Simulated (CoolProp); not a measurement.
Model: reference Helmholtz-energy equation of state, Lemmon 2009, in CoolProp.

Task: Give the vapour pressure (MPa), liquid cp (kJ/(kg K)), vapour viscosity (µPa s) of saturated propane at 319.6, 323.7 K.

Result: 
```
T (K)  p (MPa)  liquid cp (kJ/(kg K))  vapour viscosity (µPa s)
-----  -------  ---------------------  ------------------------
319.6     1.58                   3.02                      9.21
323.7     1.73                   3.10                      9.43
```

Viscosity comes from a separate model (Vogel 1998).
